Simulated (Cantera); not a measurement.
# Equilibrium for chemical vapour transport: MgO + HI + H₂

Feed: 1 mol MgO, 0.91 mol HI, 0.14 mol H₂, at 750 Torr.

Cantera equilibrium calculation (NASA polynomials, part measured and part estimated; ideal gas, pure solids and liquids). Candidate condensed phases: H₂O, I₂, Mg, MgI₂, MgO, Mg(OH)₂; 20 gas species. The numbers say what is thermodynamically allowed, not how fast it happens.

```
T (°C)  log p HI  log p H₂  log p I  log p I₂  log p H₂O  log p MgI₂  n MgI₂(s)  n MgO(s)
------  --------  --------  -------  --------  ---------  ----------  ---------  --------
552        -0.14     -0.70    -2.70     -1.18      -2.58       -3.64    0.00252     0.997
602        -0.14     -0.69    -2.41     -1.16      -2.79       -2.94   0.000495     0.998
652        -0.15     -0.68    -2.15     -1.14      -2.64       -2.64          0     0.998
702        -0.16     -0.67    -1.92     -1.13      -2.45       -2.45          0     0.996
752        -0.17     -0.66    -1.72     -1.12      -2.28       -2.28          0     0.994
802        -0.18     -0.65    -1.54     -1.12      -2.12       -2.12          0     0.992
852        -0.20     -0.65    -1.37     -1.13      -1.99       -1.99          0     0.989
902        -0.21     -0.64    -1.23     -1.15      -1.87       -1.87          0     0.985
952        -0.23     -0.63    -1.10     -1.17      -1.77       -1.77          0     0.981
1002       -0.26     -0.62    -0.99     -1.20      -1.68       -1.68          0     0.977
1052       -0.29     -0.61    -0.89     -1.25      -1.60       -1.60          0     0.972
1102       -0.32     -0.60    -0.80     -1.30      -1.54       -1.54          0     0.967
```
log p: log10 of the partial pressure in bar; n: condensed amount in mol.

From 552 °C to 602 °C the condensed part is MgI₂(s) + MgO(s). From 652 °C to 1102 °C the condensed part is MgO(s). The main Mg-bearing gas is MgI₂ throughout. The share of Mg in condensed phases is highest at 552 °C (100.0 %) and lowest at 1102 °C (96.7 %).
